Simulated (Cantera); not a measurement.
What does this Cantera script print?

```python
import numpy as np
import cantera as ct

gas = ct.Solution("gri30.yaml")
gas.TPX = 475, 17000, {'CH4': 1, 'O2': 1.54, 'N2': 5.78}
flame = ct.FreeFlame(gas, width=0.14)
flame.set_refine_criteria(ratio=3, slope=0.08, curve=0.16)
flame.transport_model = "mixture-averaged"
flame.solve(loglevel=0, auto=True)
z, T = flame.grid, flame.T
thick = (T[-1] - T[0]) / np.gradient(T, z).max()
show = ['CH4', 'O2', 'CH3', 'N2O', 'H', 'NO2']
print(f"laminar burning velocity  {flame.velocity[0] * 100:.3f} cm/s")
print(f"burnt temperature         {T[-1]:.1f} K")
print(f"thermal thickness         {thick * 1e3:.4f} mm")
print(f"grid points               {len(z)}")
z0 = z[flame.heat_release_rate.argmax()]
print(f"{'z/mm':>9s}{'T/K':>9s}{'u/(m/s)':>9s}" + "".join(f"{s:>11s}" for s in show))
rows = []
for k in (-3, -2, -1.5, -1, -0.5, -0.25, 0, 0.25, 0.5, 1, 2, 4, 8):
    zz = z0 + k * thick
    rows.append([k * thick, np.interp(zz, z, T), np.interp(zz, z, flame.velocity),
                 *(np.interp(zz, z, flame.X[gas.species_index(s)]) for s in show)])
    print(f"{rows[-1][0] * 1e3:9.3f}{rows[-1][1]:9.1f}{rows[-1][2]:9.3f}" + "".join(f"{x:11.3e}" for x in rows[-1][3:]))
```

Result:

```
laminar burning velocity  95.103 cm/s
burnt temperature         2157.2 K
thermal thickness         1.8840 mm
grid points               165
     z/mm      T/K  u/(m/s)        CH4         O2        CH3        N2O          H        NO2
   -5.652    475.1    0.953  1.200e-01  1.848e-01  1.707e-08  1.106e-14  1.720e-12  2.429e-11
   -3.768    476.5    0.959  1.194e-01  1.841e-01  3.141e-07  4.003e-13  1.913e-09  6.899e-10
   -2.826    485.4    0.982  1.181e-01  1.827e-01  2.227e-06  4.683e-12  1.558e-07  5.674e-09
   -1.884    566.9    1.160  1.114e-01  1.762e-01  2.719e-05  9.852e-11  1.279e-05  2.736e-08
   -0.942   1029.5    2.160  7.593e-02  1.374e-01  1.040e-03  1.493e-09  3.605e-04  1.329e-08
   -0.471   1437.2    3.062  4.040e-02  9.281e-02  4.283e-03  3.755e-09  1.575e-03  1.122e-08
    0.000   1786.7    3.852  1.087e-02  4.589e-02  4.256e-03  6.484e-09  5.207e-03  3.830e-09
    0.471   1948.2    4.212  1.326e-03  1.832e-02  1.094e-03  7.241e-09  9.898e-03  6.875e-10
    0.942   1989.8    4.295  9.975e-05  7.707e-03  1.209e-04  6.823e-09  1.292e-02  3.939e-10
    1.884   2005.9    4.314  5.602e-07  3.091e-03  9.159e-07  5.519e-09  1.458e-02  4.403e-10
    3.768   2016.7    4.326  1.009e-10  2.313e-03  2.381e-10  4.681e-09  1.442e-02  4.775e-10
    7.536   2030.3    4.350  1.385e-14  2.043e-03  4.456e-14  4.505e-09  1.345e-02  5.087e-10
   15.072   2051.1    4.388  1.345e-15  1.685e-03  6.242e-15  4.447e-09  1.185e-02  5.599e-10
```

Computed with Cantera and GRI-Mech 3.0 (53 species, 325 reactions). Burning velocities carry a grid error of a few per cent, more on coarse grids.
